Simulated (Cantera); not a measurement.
Charge: 1 mol PbO, 520 mol H2, 0.67 mol N2, equilibrated at 1700 °C and 1.00 Torr.

Equilibrium computed with Cantera from the NASA thermochemical tables; the gas is ideal and each condensed phase is pure. Candidate condensed phases: H2O, Pb, PbO, PbO2, Pb3O4; 27 gas species. Kinetics and transport are ignored.

Base state: H2 0.959, H 0.0362, Pb 0.00188, H2O 0.00188, N2 0.00126 (mole fractions); condensed: gas only.

Task: What changes in the equilibrium state with this change: temperature from 1700 °C to 677 °C?

Result: 
```csv
species,before,after
H2,0.959,0.995
H2O,0.00188,0.00192
Pb,0.00188,0.00192
H,0.0362,1.52e-8
N2,0.00126,0.00128
```
